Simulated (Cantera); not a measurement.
Input: 1 mol CS2, 0.0051 mol SO2, held at 725 K and 133 Pa.

Cantera equilibrium calculation (NASA polynomials, part measured and part estimated; ideal gas, pure solids and liquids). Candidate condensed phases: C, S; 22 gas species. Gases not in the tables: S3 to S7. The numbers say what is thermodynamically allowed, not how fast it happens.

Base state: CS2 0.915, S2 0.0746, COS 0.00737, CO 0.00271, CO2 1.42e-5 (mole fractions); condensed: C(graphite).

What changes in the equilibrium state with this change: SO2 from 0.0051 to 0.013 mol?


| species | before | after |
|---|---|---|
| CS2 | 0.915 | 0.901 |
| S2 | 0.0746 | 0.0735 |
| COS | 0.00737 | 0.0184 |
| CO | 0.00271 | 0.00683 |
| CO2 | 1.42e-5 | 9.00e-5 |
| C(graphite), mol | 0.0663 | 0.0522 |

What changes in the equilibrium state with this change: pressure from 133 Pa to 4900000 Pa?


```csv
species,before,after
CO2,1.42e-5,0.796
COS,0.00737,0.184
CS2,0.915,0.0102
S2,0.0746,0.000829
S8,7.73e-9,0.00586
CO,0.00271,0.00335
"C(graphite), mol",0.0663,0.994
"S(l), mol",0,2.00
```
The ideal-gas law is rough above about 30 bar.

What changes in the equilibrium state with this change: temperature from 725 K to 1850 K?


| species | before | after |
|---|---|---|
| CS2 | 0.915 | 0.512 |
| CS | <1e-9 | 0.309 |
| S2 | 0.0746 | 0.159 |
| S | <1e-9 | 0.0120 |
| CO2 | 1.42e-5 | <1e-9 |
| COS | 0.00737 | 3.99e-6 |
| CO | 0.00271 | 0.00845 |
| C(graphite), mol | 0.0663 | 0 |
